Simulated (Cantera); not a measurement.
An adiabatic, constant-volume homogeneous reactor starts with H2 : O2 : N2 : H2O = 1 : 1.11 : 4.18 : 0.21 (molar parts), equivalence ratio 0.45, at 1025 K and 0.444 atm. Integrator tolerance rtol = 1e-08.

Detailed kinetics in Cantera: the H2/O2 subset of GRI-Mech 3.0, which has no nitrogen chemistry.

Problem. What does this change do: pressure from 0.444 atm to 4.93 atm?

Solution. 
```csv
quantity,before,after
time of steepest temperature rise,0.355 ms,9.20 ms
temperature at 1.00 s,2314 K,2350 K
equilibrium temperature,2314 K,2350 K
x(H2) at 1.00 s,0.00145 (gas-phase equilibrium 0.00145),0.000532 (gas-phase equilibrium 0.000532)
x(O2) at 1.00 s,0.0989 (gas-phase equilibrium 0.0989),0.1000 (gas-phase equilibrium 0.1000)
x(H2O) at 1.00 s,0.195 (gas-phase equilibrium 0.195),0.198 (gas-phase equilibrium 0.198)
x(H) at 1.00 s,0.000411 (gas-phase equilibrium 0.000411),8.91e-5 (gas-phase equilibrium 8.91e-5)
x(HO2) at 1.00 s,6.64e-6 (gas-phase equilibrium 6.64e-6),1.38e-5 (gas-phase equilibrium 1.38e-5)
x(H2O2) at 1.00 s,2.72e-7 (gas-phase equilibrium 2.72e-7),1.02e-6 (gas-phase equilibrium 1.02e-6)
x(OH) at 1.00 s,0.00909 (gas-phase equilibrium 0.00909),0.00571 (gas-phase equilibrium 0.00571)
```
The hydrogen kinetics of GRI-Mech 3.0 are dated; newer H2 mechanisms differ, most at raised pressure.

Problem. What does this change do: initial temperature 1025 to 1048 K?

Solution. 
| quantity | before | after |
|---|---|---|
| time of steepest temperature rise | 0.355 ms | 0.288 ms |
| temperature at 1.00 s | 2314 K | 2329 K |
| equilibrium temperature | 2314 K | 2329 K |
| x(H2) at 1.00 s | 0.00145 (gas-phase equilibrium 0.00145) | 0.00157 (gas-phase equilibrium 0.00157) |
| x(O2) at 1.00 s | 0.0989 (gas-phase equilibrium 0.0989) | 0.0988 (gas-phase equilibrium 0.0988) |
| x(H2O) at 1.00 s | 0.195 (gas-phase equilibrium 0.195) | 0.194 (gas-phase equilibrium 0.194) |
| x(H) at 1.00 s | 0.000411 (gas-phase equilibrium 0.000411) | 0.000465 (gas-phase equilibrium 0.000465) |
| x(HO2) at 1.00 s | 6.64e-6 (gas-phase equilibrium 6.64e-6) | 6.88e-6 (gas-phase equilibrium 6.88e-6) |
| x(H2O2) at 1.00 s | 2.72e-7 (gas-phase equilibrium 2.72e-7) | 2.79e-7 (gas-phase equilibrium 2.79e-7) |
| x(OH) at 1.00 s | 0.00909 (gas-phase equilibrium 0.00909) | 0.00959 (gas-phase equilibrium 0.00959) |
